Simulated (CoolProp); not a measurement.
Vapour-liquid equilibrium of hydrogen sulfide (1) + n-pentane (2) at 0.285 MPa; x and y are mole fractions of (1).

Model: multi-fluid Helmholtz-energy mixture model, Lemmon 2006 and Thol 2019; pair parameters Kunz 2012, in CoolProp.

**Question.** Give the bubble temperature and the first vapour's composition at x = 0.35, 0.575, 0.95. Is there an azeotrope?

**Answer.** x = 0.35: 250.5 K, y = 0.979; x = 0.575: 243.0 K, y = 0.989; x = 0.95: 236.9 K, y = 0.998. No azeotrope shows between x = 0.05 and 0.95.

Pair parameters are fitted to limited data, so mixtures are less certain than the pure fluids. With so large a gap from Raoult's law the liquid may split in two, which this calculation doesn't test in full.
